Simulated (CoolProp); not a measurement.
The fluid at 496.67 K and 0.437 MPa flows at 0.99 m/s in a round tube of 50 mm bore and 0.25 µm roughness, fully developed (64/Re and Nu = 3.66 if laminar; Colebrook and Gnielinski if turbulent). The same conditions are run with several fluids, on thermodynamics alone (safety and materials aside).

Model: reference Helmholtz-energy equation of state of each fluid (toluene: Lemmon 2006; R152A: Outcalt 1996; methane: Setzmann 1991; R507A: Lemmon 2003; n-heptane: Span 2003), in CoolProp. Blends and air are pseudo-pure fits.

**Question.** Rank toluene, R152A, methane, R507A, n-heptane by Reynolds number, highest first.

**Answer.** n-heptane (58000), toluene (45800), R507A (26600), R152A (19200), methane (4970)

```csv
fluid,Darcy friction factor,pressure drop (Pa/m),heat-transfer coefficient (W/(m² K)),mass flow (kg/h)
toluene,0.0213,2.20,58.7,73.7
R152A,0.0261,1.82,35.6,49.6
methane,0.0375,0.624,21.9,11.9
R507A,0.0242,2.51,39.1,74.0
n-heptane,0.0202,2.29,82.9,80.7
```

Transport values come from each fluid's own correlations; those of R152A are estimates that may be off by 10 % or more.
